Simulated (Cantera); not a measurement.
**Diamond growth**

A diamond (100) surface in a fixed gas of H2 with x(CH4) = 0.012, x(H) = 0.0045, x(CH3) = 0.00065, at 1200 K; coverages are run to steady state.

Computed with Cantera and the Harris–Goodwin 1993 mechanism for the reconstructed diamond (100) surface.

```csv
P (Pa),growth (µm/h),θ c6HH,θ c6H*,θ c6*H,θ c6**,θ c6HM
400,0.244,0.442,0.0381,0.488,0.0281,0.000946
730,0.546,0.442,0.0381,0.488,0.0280,0.00170
1300,1.25,0.441,0.0380,0.487,0.0279,0.00291
2500,3.41,0.439,0.0379,0.485,0.0278,0.00520
4600,8.92,0.437,0.0377,0.482,0.0277,0.00848
8500,23.1,0.434,0.0374,0.478,0.0275,0.0129
16000,58.3,0.431,0.0372,0.474,0.0272,0.0182
29000,130,0.427,0.0370,0.469,0.0270,0.0230
```
θ: site fractions in the mechanism's names (c6HH fully hydrogenated, c6H* and c6*H radical sites, c6** diradical, c6HM methylated).
